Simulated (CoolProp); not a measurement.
R365MFC at several states: fugacity coefficient from the reference equation and from simpler models built on Tc = 460.0 K, pc = 3.266 MPa, ω = 0.377; each cubic takes its own stable root.

Values from CoolProp's reference Helmholtz-energy equation of state, Lemmon 2016.

```
T (K)  p (MPa)          phase   reference  Redlich-Kwong  Soave-Redlich-Kwong  Peng-Robinson
-----  -------  -------------  ----------  -------------  -------------------  -------------
312      0.111         liquid  (withheld)         0.9661           (withheld)         0.8376
470.7     15.2  supercritical      0.2688     (withheld)           (withheld)     (withheld)
347.4    0.202            gas      0.9413         0.9539               0.9473         0.9445
495.1     17.2  supercritical      0.3241         0.3297               0.3587         0.3237
313.4   0.0989            gas  (withheld)         0.9701               0.9649         0.9634
```

Q: Fill in the missing entries.

A: 
- 312, reference: 0.8338
- 312, Soave-Redlich-Kwong: 0.8351
- 470.7, Redlich-Kwong: 0.2873
- 470.7, Soave-Redlich-Kwong: 0.2955
- 470.7, Peng-Robinson: 0.2685
- 313.4, reference: 0.9579

At some of these states Redlich-Kwong gives the other phase, because its saturation line lies elsewhere.
